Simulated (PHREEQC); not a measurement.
A solution holds 0.000165 mol/kgw CaSO4 and 0.0038 mol/kgw Na2HPO4, at 20 °C. Closed to the air; pH follows from the charge balance.

All values are PHREEQC results (ion-association model, wateq4f.dat), not measurements.

The ionic strength comes out as 0.0115 mol/kgw. What activity coefficients do H2PO4-, CaPO4-, NaSO4-, SO4-2, HPO4-2 get?

H2PO4- 0.90, CaPO4- 0.90, NaSO4- 0.90, SO4-2 0.65, HPO4-2 0.65.

No solid was allowed to form. The solution is supersaturated, for example in Hydroxyapatite, so a real one may precipitate; this is no full list. Species that the database lacks are ignored. H3PO4, which wateq4f.dat lacks, is added to it with the constant of phreeqc.dat.
